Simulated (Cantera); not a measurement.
Feed: 1 mol C2F6, 0.051 mol F2, 0.47 mol H2, held at 3050 K and 2.10 Pa.

Cantera equilibrium calculation (NASA polynomials, part measured and part estimated; ideal gas, pure solids and liquids). Candidate condensed phases: C, C6H6, C7H8, C8H18; 95 gas species. The feed counts by its element totals alone. Equilibrium is a limit: real reactors are often held back by kinetics, nucleation or transport.

Base state: F 0.681, C 0.198, H 0.100, C2 0.00681, HF 0.00627, CF 0.00449, C3 0.00342 (mole fractions); condensed: gas only.

What changes in the equilibrium state with this change: pressure from 2.10 Pa to 1.20 mbar?


```tsv
species	before	after
F	0.681	0.713
HF	0.00627	0.105
C3	0.00342	0.0587
C	0.198	0.0345
H	0.100	0.0281
CF	0.00449	0.0467
C2	0.00681	0.0118
C5	1.92e-7	0.000326
CF2	2.37e-6	0.00148
```
